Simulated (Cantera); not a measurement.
What does this Cantera script print?

```python
import numpy as np
import cantera as ct

surf = ct.Interface("diamond.yaml", "diamond_100")
gas, bulk = surf.adjacent["gas"], surf.adjacent["diamond"]
k = surf.kinetics_species_index(bulk.species_names[0])
cover = ["c6HH", "c6H*", "c6*H", "c6**", "c6HM", "c6B"]

rows, drift = [], 0.0
print(f"{'xH':>10s}{'um/h':>11s}" + "".join(f"{s:>11s}" for s in cover))
for v in [0.0001, 0.00022, 0.00048, 0.0011, 0.0023, 0.0051, 0.011, 0.024, 0.054]:
    T, P, xH, xCH3 = 1100, 1200, v, 0.00011
    gas.TPX = T, P, {"H": xH, "CH3": xCH3, "CH4": 0.011, "H2": 1 - xH - xCH3 - 0.011}
    surf.TP = bulk.TP = T, P
    surf.coverages = "c6H*:0.1, c6HH:0.9"
    surf.advance_coverages(100.0)
    before = surf.coverages
    surf.advance_coverages(100.0)
    drift = max(drift, np.max(np.abs(surf.coverages - before) / (surf.coverages + 1e-9)))
    rate = surf.net_production_rates[k] * bulk.mean_molecular_weight / bulk.density * 3.6e9
    rows.append([rate, *surf[cover].coverages])
    print(f"{v:10.4g}{rate:11.4e}" + "".join(f"{x:11.3e}" for x in rows[-1][1:]))
```

Result:

```
        xH       um/h       c6HH       c6H*       c6*H       c6**       c6HM        c6B
    0.0001 2.0064e-02  5.995e-01  2.303e-02  3.650e-01  5.203e-03  3.224e-03  5.445e-11
   0.00022 4.2208e-02  5.547e-01  2.543e-02  4.031e-01  8.987e-03  3.843e-03  1.145e-10
   0.00048 8.0404e-02  5.306e-01  2.666e-02  4.225e-01  1.265e-02  4.224e-03  2.182e-10
    0.0011 1.5296e-01  5.180e-01  2.727e-02  4.322e-01  1.547e-02  4.254e-03  4.151e-10
    0.0023 2.6236e-01  5.129e-01  2.754e-02  4.364e-01  1.696e-02  3.892e-03  7.119e-10
    0.0051 4.3551e-01  5.106e-01  2.771e-02  4.390e-01  1.784e-02  3.110e-03  1.182e-09
     0.011 6.3044e-01  5.101e-01  2.782e-02  4.405e-01  1.826e-02  2.154e-03  1.711e-09
     0.024 8.0442e-01  5.102e-01  2.792e-02  4.415e-01  1.849e-02  1.279e-03  2.183e-09
     0.054 9.2678e-01  5.103e-01  2.804e-02  4.420e-01  1.861e-02  6.598e-04  2.515e-09
```

Cantera simulation using the Harris–Goodwin 1993 mechanism for the reconstructed diamond (100) surface; the numbers are that mechanism's predictions, not measurements.
